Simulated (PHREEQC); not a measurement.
## Reverse-osmosis permeate (model solution)

A made-up water analysis in mg/L, 25 °C, pH 5.62, pe 2.5:

```tsv
constituent	mg/L
Na	0.899
K	0.118
Ca	1.03
Mg	0.569
Cl	2.43
S(6) as SO4	1.78
Alkalinity as HCO3	1.86
Li	0.000253
Fe(2)	0.00382
N(-3) as NH4	0.00199
Ba	0.00363
Mn(2)	0.0128
```

Valence states are taken as typed.

The numbers come from PHREEQC with the ion-association model, phreeqc.dat.

Each row changes one thing in this solution. This is a speciation only: nothing precipitates in the calculation.

```tsv
case	CO2 (mol/kgw)	HSO4- (mol/kgw)	CO3-2 (mol/kgw)	MgOH+ (mol/kgw)	NH3 (mol/kgw)	CaCO3 (mol/kgw)	SI of Rhodochrosite (MnCO3)	SI of Gypsum (CaSO4:2H2O)
as made	0.000175	4.08e-9	6.76e-10	3.36e-11	2.58e-11	2.55e-11	-4.73	-4.80
pH from 5.62 to 5.5 at the same alkalinity	0.000236	5.37e-9	5.25e-10	2.55e-11	1.95e-11	1.98e-11	-4.84	-4.80
N(-3) from 0.00199 to 0.00597 mg/L	0.000175	4.08e-9	6.76e-10	3.36e-11	7.73e-11	2.55e-11	-4.73	-4.80
pH from 5.62 to 5.92 at the same alkalinity	8.42e-5	2.04e-9	1.30e-9	6.70e-11	5.14e-11	4.90e-11	-4.45	-4.80
```
